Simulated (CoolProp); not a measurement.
The numbers come from the reference Helmholtz-energy equation of state, Lemmon 2013 in CoolProp.

Give the vapour pressure (MPa), vapour density (kg/m³), liquid cp (kJ/(kg K)), surface tension (mN/m) of saturated propylene at 273.7, 296.7 K.


```
T (K)  p (MPa)  vapour density (kg/m³)  liquid cp (kJ/(kg K))  surface tension (mN/m)
-----  -------  ----------------------  ---------------------  ----------------------
273.7    0.594                    12.5                   2.44                    10.1
296.7     1.11                    23.5                   2.65                    7.14
```

Surface tension comes from a separate correlation (Mulero 2012).
